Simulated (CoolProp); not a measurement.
Vapour-liquid equilibrium of n-heptane (1) + m-xylene (2) at 5.89 bar; x and y are mole fractions of (1).

The numbers come from the multi-fluid Helmholtz-energy mixture model, Span 2003 and Zhou 2012; pair parameters Bell 2016 in CoolProp.

**Question.** Give the bubble temperature and the first vapour's composition at x = 0.125, 0.2, 0.875. Is there an azeotrope?

**Answer.** x = 0.125: 482.6 K, y = 0.246; x = 0.2: 477.6 K, y = 0.360; x = 0.875: 449.1 K, y = 0.930. No azeotrope shows between x = 0.05 and 0.95.

The pair parameters rest on a limited set of measurements; away from them the model extrapolates.
